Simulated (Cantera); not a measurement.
A perfectly stirred reactor is fed with H2 : O2 = 0.019 : 1 (molar parts), equivalence ratio 0.0095, at 27.8 Torr; it is held at 1100 K, and followed from long to short residence time.

Cantera simulation using the H2/O2 subset of GRI-Mech 3.0, which has no nitrogen chemistry; the numbers are that mechanism's predictions, not measurements. Radical loss at walls, strong at low pressure, is not modelled.

### Question
Predict: x(H2) at τ = 1.60 s; x(O2) at τ = 1.60 s; x(H2O) at τ = 1.60 s; x(HO2) at τ = 1.60 s; x(OH) at τ = 1.60 s; x(H2) at τ = 57.0 ms; x(O2) at τ = 57.0 ms; x(H2O) at τ = 57.0 ms; x(HO2) at τ = 57.0 ms; x(OH) at τ = 57.0 ms.

### Answer
- x(H2) at τ = 1.60 s = 7.06e-5
- x(O2) at τ = 1.60 s = 0.981
- x(H2O) at τ = 1.60 s = 0.0187
- x(HO2) at τ = 1.60 s = 1.22e-6
- x(OH) at τ = 1.60 s = 0.000173
- x(H2) at τ = 57.0 ms = 0.000454
- x(O2) at τ = 57.0 ms = 0.978
- x(H2O) at τ = 57.0 ms = 0.0179
- x(HO2) at τ = 57.0 ms = 4.08e-6
- x(OH) at τ = 57.0 ms = 0.000583
